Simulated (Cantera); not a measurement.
**Gas activation for diamond growth**

An isothermal, constant-pressure homogeneous reactor starts with 0.990 % CH4, 99.0 % H2, at 2098 K and 0.133 bar.

Cantera simulation using GRI-Mech 3.0 (53 species, 325 reactions); the numbers are that mechanism's predictions, not measurements. GRI-Mech 3.0 stops at C3 and has no aromatics, soot or wall deposition, so with more carbon than oxygen in the feed, carbon stays in small species such as C2H2 where larger ones or solid carbon would form.

| t (s) | x CH4 | x H2 | x C2H6 | x CH3 | x H | x CH2 |
|---|---|---|---|---|---|---|
| 1.00e-6 | 0.00990 | 0.990 | <1e-12 | 2.51e-6 | 3.50e-6 | 1.33e-11 |
| 3.80e-6 | 0.00989 | 0.990 | 1.35e-11 | 6.88e-6 | 1.59e-5 | 1.55e-10 |
| 1.44e-5 | 0.00988 | 0.990 | 2.92e-10 | 1.77e-5 | 6.89e-5 | 1.62e-9 |
| 5.48e-5 | 0.00984 | 0.990 | 4.79e-9 | 5.66e-5 | 0.000271 | 2.07e-8 |
| 0.000208 | 0.00969 | 0.989 | 5.99e-8 | 0.000200 | 0.00103 | 2.77e-7 |
| 0.000790 | 0.00907 | 0.987 | 3.96e-7 | 0.000642 | 0.00359 | 2.95e-6 |
| 0.00300 | 0.00632 | 0.984 | 4.62e-7 | 0.000885 | 0.00711 | 7.84e-6 |
| 0.0114 | 0.00239 | 0.986 | 7.49e-8 | 0.000373 | 0.00795 | 3.93e-6 |
| 0.0433 | 0.000641 | 0.986 | 5.68e-9 | 0.000105 | 0.00831 | 1.19e-6 |
| 0.164 | 0.000174 | 0.987 | 4.48e-10 | 2.88e-5 | 0.00842 | 3.35e-7 |
| 0.624 | 8.28e-5 | 0.987 | 1.21e-10 | 1.37e-5 | 0.00843 | 1.61e-7 |
| 2.37 | 7.93e-5 | 0.987 | 1.13e-10 | 1.31e-5 | 0.00843 | 1.54e-7 |
| 9.00 | 7.93e-5 | 0.987 | 1.13e-10 | 1.31e-5 | 0.00843 | 1.54e-7 |
x: mole fraction; the columns are a selection and need not sum to one.

Equilibrium at this temperature and pressure: CH4 7.93e-5, H2 0.987, C2H6 1.13e-10, CH3 1.31e-5, H 0.00843, CH2 1.54e-7 (gas phase only).
